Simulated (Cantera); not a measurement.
Input (Python, Cantera):

```python
import numpy as np
import cantera as ct

gas = ct.Solution("gri30.yaml")
gas.TPX = 1975, 26, {'CH4': 1, 'N2': 3, 'H2O': 0.018}
inlet = ct.Reservoir(gas, clone=True)

reactor = ct.IdealGasConstPressureReactor(gas, energy="off", clone=False)
exhaust = ct.Reservoir(gas, clone=True)
tau = [0.72, 0.31, 0.13, 0.057, 0.024, 0.01, 0.0045, 0.0019, 0.00083, 0.00036][0]
for a, b in ((inlet, reactor), (reactor, exhaust)):
    ct.MassFlowController(a, b, mdot=lambda t: reactor.mass / tau)
net = ct.ReactorNet([reactor])
show = ['CH4', 'C2H4', 'C2H6', 'C2H', 'HCN']

rows = []
print(f"{'tau/s':>10s}{'T/K':>9s}" + "".join(f"{s:>11s}" for s in show))
for tau in [0.72, 0.31, 0.13, 0.057, 0.024, 0.01, 0.0045, 0.0019, 0.00083, 0.00036]:
    net.initial_time = 0.0
    net.advance(30 * tau)
    before = gas.X
    net.advance(40 * tau)
    drift = np.max(np.abs(gas.X - before) / (gas.X + 1e-9))
    rows.append([gas.T, *gas[show].X, drift])
    print(f"{tau:10.3e}{gas.T:9.1f}" + "".join(f"{x:11.3e}" for x in gas[show].X))
```

Result:

```
     tau/s      T/K        CH4       C2H4       C2H6        C2H        HCN
 7.200e-01   1975.0  1.056e-01  4.077e-03  9.955e-06  3.511e-06  3.361e-06
 3.100e-01   1975.0  1.597e-01  6.384e-03  1.028e-05  1.622e-06  7.282e-07
 1.300e-01   1975.0  2.176e-01  4.417e-03  4.189e-06  3.140e-07  5.646e-08
 5.700e-02   1975.0  2.415e-01  9.078e-04  8.919e-07  2.432e-08  2.713e-09
 2.400e-02   1975.0  2.467e-01  8.751e-05  1.485e-07  7.369e-10  2.014e-10
 1.000e-02   1975.0  2.481e-01  6.535e-06  2.127e-08  1.590e-11  2.053e-11
 4.500e-03   1975.0  2.485e-01  5.395e-07  3.004e-09  3.762e-13  2.872e-12
 1.900e-03   1975.0  2.487e-01  3.090e-08  2.681e-10  4.571e-15  4.138e-13
 8.300e-04   1975.0  2.488e-01  1.615e-09  1.838e-11  4.422e-17  6.781e-14
 3.600e-04   1975.0  2.489e-01  7.190e-11  8.976e-13  2.957e-19  1.051e-14
```

Cantera simulation using GRI-Mech 3.0 (53 species, 325 reactions); the numbers are that mechanism's predictions, not measurements. GRI-Mech 3.0 stops at C3 and has no aromatics, soot or wall deposition, so with more carbon than oxygen in the feed, carbon stays in small species such as C2H2 where larger ones or solid carbon would form. Radical loss at walls, strong at low pressure, is not modelled.
